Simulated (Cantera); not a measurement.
A perfectly stirred reactor is fed with NH3 : N2 = 1 : 0.76 (molar parts), at 8900 Pa; it is held at 2175 K, and followed from long to short residence time.

Model: the gas-phase N/H chemistry of the illustrative SiF4/NH3 mechanism in the Surface Chemkin manual (1991), integrated in Cantera. Walls and surfaces, which speed up NH3 decomposition in real reactors, are not modelled.

Q: What does this change do: NH3 1 to 2.1 parts?

A: 
| quantity | before | after |
|---|---|---|
| x(NH3) at τ = 0.760 s | 0.0357 | 0.0422 |
| x(N2H4) at τ = 0.760 s | 1.03e-9 | 1.28e-9 |
| x(N) at τ = 0.760 s | 3.58e-6 | 3.58e-6 |
| x(N2H2) at τ = 0.760 s | 3.67e-7 | 4.35e-7 |
| x(H) at τ = 0.760 s | 0.00141 | 0.00156 |
| x(NH3) at τ = 5.60 ms | 0.512 | 0.657 |
| x(N2H4) at τ = 5.60 ms | 5.02e-8 | 6.58e-8 |
| x(N) at τ = 5.60 ms | 1.06e-6 | 1.08e-6 |
| x(N2H2) at τ = 5.60 ms | 8.22e-6 | 1.14e-5 |
| x(H) at τ = 5.60 ms | 7.41e-5 | 8.27e-5 |

Q: What does this change do: temperature 2175 to 1625 K?

A: 
```
quantity                 before     after
----------------------  -------  --------
x(NH3) at τ = 0.760 s    0.0357     0.547
x(N2H4) at τ = 0.760 s  1.03e-9   3.29e-8
x(N) at τ = 0.760 s     3.58e-6   8.82e-9
x(N2H2) at τ = 0.760 s  3.67e-7   9.19e-7
x(H) at τ = 0.760 s     0.00141   2.14e-6
x(NH3) at τ = 5.60 ms     0.512     0.568
x(N2H4) at τ = 5.60 ms  5.02e-8   2.56e-9
x(N) at τ = 5.60 ms     1.06e-6  1.69e-11
x(N2H2) at τ = 5.60 ms  8.22e-6   5.97e-8
x(H) at τ = 5.60 ms     7.41e-5   1.02e-8
```
